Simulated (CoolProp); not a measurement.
Saturation properties of R115 (Tc = 353.1 K, pc = 3129 kPa, ω = 0.248).

Model: reference Helmholtz-energy equation of state, Lemmon 2016, in CoolProp.

```tsv
T (K)	p (kPa)	liquid density (kg/m³)	vapour density (kg/m³)
205.3	(withheld)	1643	(withheld)
217.4	45.31	(withheld)	3.966
229.5	(withheld)	1562	6.955
241.5	140.4	1520	11.42
253.6	225.9	1476	17.91
265.7	346.1	1429	(withheld)
277.8	509.1	1379	(withheld)
289.8	721.4	1326	55.98
301.9	(withheld)	1267	(withheld)
314	1340	1201	109.5
326	1764	1123	153.1
```

### Question
Some entries are withheld; supply them.

### Answer

- 205.3, p (kPa): 22.81
- 205.3, vapour density (kg/m³): 2.094
- 217.4, liquid density (kg/m³): 1603
- 229.5, p (kPa): 82.75
- 265.7, vapour density (kg/m³): 26.98
- 277.8, vapour density (kg/m³): 39.39
- 301.9, p (kPa): 995.6
- 301.9, vapour density (kg/m³): 78.55

It boils at 233.9 K under 1 atm.
